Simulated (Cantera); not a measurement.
Cantera run, input and output.

```python
import numpy as np
import cantera as ct

gas = ct.Solution("gri30.yaml")
gas.TPX = 1000, 30000, {'H2': 0.68, 'O2': 1, 'N2': 1.6}
inlet = ct.Reservoir(gas, clone=True)

reactor = ct.IdealGasConstPressureReactor(gas, energy="off", clone=False)
exhaust = ct.Reservoir(gas, clone=True)
tau = [18, 3.1, 0.55, 0.096, 0.017, 0.0029, 0.00052][0]
for a, b in ((inlet, reactor), (reactor, exhaust)):
    ct.MassFlowController(a, b, mdot=lambda t: reactor.mass / tau)
net = ct.ReactorNet([reactor])
show = ['H2', 'O2', 'OH', 'NO', 'HO2']

rows = []
print(f"{'tau/s':>10s}{'T/K':>9s}" + "".join(f"{s:>11s}" for s in show))
for tau in [18, 3.1, 0.55, 0.096, 0.017, 0.0029, 0.00052]:
    net.initial_time = 0.0
    net.advance(30 * tau)
    before = gas.X
    net.advance(40 * tau)
    drift = np.max(np.abs(gas.X - before) / (gas.X + 1e-9))
    rows.append([gas.T, *gas[show].X, drift])
    print(f"{tau:10.3e}{gas.T:9.1f}" + "".join(f"{x:11.3e}" for x in gas[show].X))
```

Result:

```
     tau/s      T/K         H2         O2         OH         NO        HO2
 1.800e+01   1000.0  7.542e-04  2.248e-01  3.548e-06  3.427e-09  1.404e-05
 3.100e+00   1000.0  2.187e-03  2.253e-01  6.842e-06  2.557e-09  3.042e-05
 5.500e-01   1000.0  4.620e-03  2.262e-01  1.777e-05  2.755e-09  5.116e-05
 9.600e-02   1000.0  7.899e-03  2.274e-01  5.852e-05  6.735e-09  7.059e-05
 1.700e-02   1000.0  1.438e-02  2.298e-01  1.764e-04  2.048e-08  9.133e-05
 2.900e-03   1000.0  2.847e-02  2.350e-01  4.865e-04  5.739e-08  1.095e-04
 5.200e-04   1000.0  5.649e-02  2.453e-01  1.142e-03  1.274e-07  1.156e-04
```

Cantera simulation using GRI-Mech 3.0 (53 species, 325 reactions); the numbers are that mechanism's predictions, not measurements. The temperature is held fixed by assumption; the heat of reaction is taken as removed at once.
